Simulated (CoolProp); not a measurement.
Dry air along the isotherm 147.8 K: Z from the reference equation and from simpler models built on Tc = 132.5 K, pc = 3786 kPa, ω = 0.034; each cubic takes its own stable root.

Values from CoolProp's reference Helmholtz-energy equation of state, Lemmon 2000. It is a pseudo-pure fit of the blend.

```csv
p (kPa),phase,reference,van der Waals,Redlich-Kwong
1890,gas,0.8698,0.8748,0.8675
3790,supercritical,0.7091,0.7091,0.7091
5680,supercritical,0.5121,0.4781,0.5235
7570,supercritical,0.4252,0.4690,0.4521
9460,supercritical,0.4514,0.5266,___
11400,supercritical,0.5000,0.5947,0.5190
13300,supercritical,0.5528,0.6636,___
15100,supercritical,___,___,0.6139
17000,supercritical,0.6588,0.7982,___
18900,supercritical,0.7133,0.8670,___
```

Problem. Fill in the missing entries.

Solution. 
- 9460, Redlich-Kwong: 0.4754
- 13300, Redlich-Kwong: 0.5669
- 15100, reference: 0.6041
- 15100, van der Waals: 0.7292
- 17000, Redlich-Kwong: 0.6640
- 18900, Redlich-Kwong: 0.7141
